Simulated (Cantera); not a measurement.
Input: 1 mol BN, 16 mol F2, a varied amount of H2, 53 mol HF, held at 800 K and 0.133 bar.

These are equilibrium values from Cantera (NASA tables, ideal gas, pure condensed phases), not measurements of a reactor. Candidate condensed phases: B, BN; 31 gas species. The numbers say what is thermodynamically allowed, not how fast it happens.

x: gas mole fraction; nothing condenses.

```json
[
 {"n(H2) (mol)": "0.98", "x HF": "0.789", "x F2": "0.175", "x H2": "<1e-12", "x BF3": "0.0144", "x NF3": "0.00962", "x F": "0.00952", "x N2": "___"},
 {"n(H2) (mol)": "2.5", "x HF": "0.814", "x F2": "0.151", "x H2": "<1e-12", "x BF3": "0.0140", "x NF3": "0.00843", "x F": "0.00886", "x N2": "___"},
 {"n(H2) (mol)": "4.1", "x HF": "0.840", "x F2": "0.128", "x H2": "<1e-12", "x BF3": "0.0137", "x NF3": "0.00711", "x F": "0.00815", "x N2": "___"},
 {"n(H2) (mol)": "5.7", "x HF": "0.864", "x F2": "0.106", "x H2": "<1e-12", "x BF3": "0.0134", "x NF3": "0.00575", "x F": "0.00740", "x N2": "___"},
 {"n(H2) (mol)": "7.2", "x HF": "0.886", "x F2": "0.0859", "x H2": "<1e-12", "x BF3": "0.0131", "x NF3": "0.00448", "x F": "0.00667", "x N2": "___"},
 {"n(H2) (mol)": "8.8", "x HF": "0.908", "x F2": "0.0656", "x H2": "<1e-12", "x BF3": "0.0129", "x NF3": "0.00316", "x F": "0.00583", "x N2": "0.00485"},
 {"n(H2) (mol)": "10", "x HF": "0.924", "x F2": "0.0510", "x H2": "<1e-12", "x BF3": "0.0127", "x NF3": "0.00225", "x F": "0.00514", "x N2": "0.00520"},
 {"n(H2) (mol)": "12", "x HF": "0.950", "x F2": "0.0275", "x H2": "<1e-12", "x BF3": "0.0123", "x NF3": "0.000933", "x F": "0.00378", "x N2": "0.00570"},
 {"n(H2) (mol)": "13", "x HF": "0.962", "x F2": "0.0162", "x H2": "<1e-12", "x BF3": "0.0122", "x NF3": "0.000427", "x F": "0.00290", "x N2": "0.00588"},
 {"n(H2) (mol)": "15", "x HF": "0.976", "x F2": "<1e-12", "x H2": "0.00595", "x BF3": "0.0119", "x NF3": "<1e-12", "x F": "<1e-12", "x N2": "0.00595"},
 {"n(H2) (mol)": "17", "x HF": "0.953", "x F2": "<1e-12", "x H2": "0.0291", "x BF3": "0.0116", "x NF3": "<1e-12", "x F": "<1e-12", "x N2": "0.00581"}
]
```

Task: What belongs in the gaps?

Result: 
- 0.98, x N2: 0.00237
- 2.5, x N2: 0.00280
- 4.1, x N2: 0.00330
- 5.7, x N2: 0.00383
- 7.2, x N2: 0.00433
